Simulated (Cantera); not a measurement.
## Thermodynamics of tantalum, niobium, vanadium and zirconium in process gases, feed Nb + O₂ + H₂

Input: 1 mol Nb, 0.038 mol O₂, 68 mol H₂, equilibrated at 750 Torr.

Cantera equilibrium calculation (NASA polynomials, part measured and part estimated; ideal gas, pure solids and liquids). Candidate condensed phases: H₂O, Nb, NbO, NbO₂, Nb₂O₅; 12 gas species. Mutual solubility and eutectic melting of coexisting phases are not modelled. NbO: taken at fixed stoichiometry. Condensed phases not in the tables: N, O or C dissolved in the metal. Kinetics and transport are ignored.

```
T (K)  log p H₂  log p H  log p H₂O  log p NbO  log p NbO₂  n Nb(s)  n NbO(s)
-----  --------  -------  ---------  ---------  ----------  -------  --------
1475       0.00    -4.89      -4.31       <-12      -11.96    0.927    0.0727
1550       0.00    -4.50      -4.03     -11.32      -10.91    0.930    0.0697
1625       0.00    -4.15      -3.78     -10.39       -9.95    0.935    0.0648
1700       0.00    -3.83      -3.56      -9.54       -9.08    0.943    0.0571
1775       0.00    -3.54      -3.35      -8.77       -8.29    0.955    0.0454
1850       0.00    -3.27      -3.16      -8.06       -7.56    0.971    0.0287
1925       0.00    -3.02      -2.98      -7.41       -6.90    0.995   0.00532
2000       0.00    -2.79      -2.95      -6.93       -6.54    1.000         0
2075       0.00    -2.58      -2.95      -6.53       -6.27    1.000         0
2150       0.00    -2.38      -2.95      -6.15       -6.02    1.000         0
2225       0.00    -2.19      -2.96      -5.80       -5.79    1.000         0
2300       0.00    -2.02      -2.96      -5.47       -5.57    1.000         0
2375      -0.01    -1.85      -2.96      -5.16       -5.37    0.999         0
```
log p: log10 of the partial pressure in bar; n: condensed amount in mol.

From 1475 K to 1925 K the condensed part is Nb(s) + NbO(s). From 2000 K to 2375 K the condensed part is Nb(s).
